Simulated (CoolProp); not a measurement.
1,2-dichloroethane at several states: Z from the reference equation and from simpler models built on Tc = 561.6 K, pc = 52.26 bar, ω = 0.269; each cubic takes its own stable root.

Values from CoolProp's reference Helmholtz-energy equation of state, Thol 2015.

| T (K) | p (bar) | phase | reference | Redlich-Kwong | Soave-Redlich-Kwong | Peng-Robinson |
|---|---|---|---|---|---|---|
| 370.7 | 18.3 | liquid | 0.05168 | 0.06125 | 0.05904 | 0.05224 |
| 472.8 | 193 | liquid | [?] | 0.5570 | 0.5437 | [?] |
| 340.7 | 17.1 | liquid | [?] | 0.05952 | 0.05767 | 0.05111 |
| 386.5 | 1.62 | gas | 0.9629 | [?] | [?] | 0.9642 |
| 292.9 | 1.87 | liquid | 0.006064 | 0.007143 | 0.006972 | 0.006195 |

Problem. Some entries are withheld; supply them.

Solution. 
- 472.8, reference: 0.4831
- 472.8, Peng-Robinson: 0.4838
- 340.7, reference: 0.05045
- 386.5, Redlich-Kwong: 0.9694
- 386.5, Soave-Redlich-Kwong: 0.9658
